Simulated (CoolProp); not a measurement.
Saturated liquid density (kg/m³) of decamethylcyclopentasiloxane (D5): the reference equation beside estimates from Tc = 618.3 K, pc = 1078 kPa, ω = 0.631.

Model: reference Helmholtz-energy equation of state, Thol 2019, in CoolProp.

```csv
T (K),reference,van der Waals,Peng-Robinson
434,805.2,442.9,795.9
437.7,800.9,440.6,791.7
441.3,796.6,438.3,787.6
445,792.2,435.9,783.3
448.6,787.9,433.5,779.1
452.3,783.4,431.1,774.6
455.9,779.0,428.7,770.1
459.6,774.5,426.2,765.4
463.2,770.0,423.7,760.8
```

Absolute difference from the reference over all 9 rows, mean and median: van der Waals 45.0 and 45.0 %, Peng-Robinson 1.1 and 1.1 %.
